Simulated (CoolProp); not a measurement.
The fluid at 413.81 K and 1.86 MPa flows at 2.4 m/s in a round tube of 6 mm bore and 15 µm roughness, fully developed (64/Re and Nu = 3.66 if laminar; Colebrook and Gnielinski if turbulent). The same conditions are run with several fluids, on thermodynamics alone (safety and materials aside).

Model: reference Helmholtz-energy equation of state of each fluid (n-butane: Bücker 2006; R142b: Lemmon 2006; carbon dioxide: Span 1996; R407C: Lemmon 2003; R22: Kamei 1995), in CoolProp. Blends and air are pseudo-pure fits.

Question: Rank n-butane, R142b, carbon dioxide, R407C, R22 by Reynolds number, highest first.

Answer: R142b (62700), n-butane (52500), R407C (41900), R22 (38700), carbon dioxide (17200)

```csv
fluid,Darcy friction factor,pressure drop (Pa/m),heat-transfer coefficient (W/(m² K)),mass flow (kg/h)
n-butane,0.0275,530,897,9.81
R142b,0.0271,856,680,16.1
carbon dioxide,0.0313,369,248,5.99
R407C,0.0280,691,508,12.5
R22,0.0283,698,407,12.6
```

Transport values come from each fluid's own correlations; those of R142b, R22 are estimates that may be off by 10 % or more.
